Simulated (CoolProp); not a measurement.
p-xylene at 316.9 K and 3.3 MPa is throttled through a valve to 1.81 MPa with no heat exchange. Each further row changes one setting.

Model: reference Helmholtz-energy equation of state, Zhou 2012, in CoolProp.

```
case                       temperature change (K)  final density (kg/m³)
-------------------------  ----------------------  ---------------------
as stated                                    +0.7                    841
outlet pressure 0.543 MPa                    +1.2                    840
outlet pressure 2.35 MPa                     +0.4                    842
```
